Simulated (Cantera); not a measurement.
A perfectly stirred reactor is fed with 3.97 % CH4, 1.63 % H2, 19.9 % O2, 74.5 % N2, equivalence ratio 0.44, at 7.00 bar; it is adiabatic with a 400 K inlet, and is followed from long to short residence time, starting on the burning branch (τ in s: 0.33, 0.13, 0.049, 0.019, 0.0072, 0.0028, 0.0011, 0.00041, 0.00016, 6.1e-05, 2.3e-05, 9e-06, 3.5e-06).

Cantera simulation using GRI-Mech 3.0 (53 species, 325 reactions); the numbers are that mechanism's predictions, not measurements.

x: mole fraction; the columns are a selection and need not sum to one.

```csv
τ (s),T (K),x CH4,x H2,x O2,x CO,x CH2CO,x H
0.33,1460,1.36e-5,7.68e-6,0.112,0.000108,2.20e-8,5.69e-8
0.13,1458,2.95e-5,1.72e-5,0.112,0.000243,8.98e-8,1.38e-7
0.049,1454,[?],[?],0.113,[?],[?],[?]
0.019,1445,0.000163,0.000107,0.113,0.00144,1.35e-6,8.76e-7
0.0072,1415,0.000478,0.000339,0.115,0.00410,5.24e-6,2.10e-6
0.0028,400,0.0397,0.0163,0.199,<1e-12,<1e-12,<1e-12
0.0011,400,0.0397,0.0163,0.199,<1e-12,<1e-12,<1e-12
0.00041,400,0.0397,0.0163,0.199,<1e-12,<1e-12,<1e-12
0.00016,400,0.0397,0.0163,0.199,<1e-12,<1e-12,<1e-12
6.1e-5,400,0.0397,0.0163,0.199,<1e-12,<1e-12,<1e-12
2.3e-5,400,0.0397,0.0163,0.199,<1e-12,<1e-12,<1e-12
9.0e-6,400,0.0397,0.0163,0.199,<1e-12,<1e-12,<1e-12
3.5e-6,400,0.0397,0.0163,0.199,<1e-12,<1e-12,<1e-12
```

Question: What belongs in the gaps?

Answer: 
- 0.049, x CH4: 6.85e-5
- 0.049, x H2: 4.21e-5
- 0.049, x CO: 0.000585
- 0.049, x CH2CO: 3.70e-7
- 0.049, x H: 3.53e-7
